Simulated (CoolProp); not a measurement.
Vapour-liquid equilibrium of hexamethyldisiloxane (MM) (1) + toluene (2) at 283.1 K; x and y are mole fractions of (1).

The numbers come from the multi-fluid Helmholtz-energy mixture model, Thol 2016 and Lemmon 2006; pair parameters Bell 2016 in CoolProp.

```json
[
 {"x": "0.05", "bubble pressure, mixture model (MPa)": "0.001750", "bubble pressure, Raoult's law (MPa)": "0.001702", "y, mixture model": "0.097", "y, Raoult's law": "0.073"},
 {"x": "0.2", "bubble pressure, mixture model (MPa)": "0.001980", "bubble pressure, Raoult's law (MPa)": "0.001823", "y, mixture model": "0.321", "y, Raoult's law": "0.271"},
 {"x": "0.35", "bubble pressure, mixture model (MPa)": "0.002160", "bubble pressure, Raoult's law (MPa)": "0.001945", "y, mixture model": "0.480", "y, Raoult's law": "0.445"},
 {"x": "0.5", "bubble pressure, mixture model (MPa)": "0.002294", "bubble pressure, Raoult's law (MPa)": "0.002066", "y, mixture model": "0.604", "y, Raoult's law": "0.598"},
 {"x": "0.65", "bubble pressure, mixture model (MPa)": "0.002391", "bubble pressure, Raoult's law (MPa)": "0.002187", "y, mixture model": "0.713", "y, Raoult's law": "0.734"},
 {"x": "0.8", "bubble pressure, mixture model (MPa)": "0.002453", "bubble pressure, Raoult's law (MPa)": "0.002308", "y, mixture model": "0.823", "y, Raoult's law": "0.856"},
 {"x": "0.95", "bubble pressure, mixture model (MPa)": "0.002475", "bubble pressure, Raoult's law (MPa)": "0.002430", "y, mixture model": "0.950", "y, Raoult's law": "0.966"}
]
```

The largest gap from Raoult's law is +11.1 % in bubble pressure, at x = 0.35. y crosses x between x = 0.8 and 0.95: the model has an azeotrope there.

Pair parameters are fitted to limited data, so mixtures are less certain than the pure fluids.
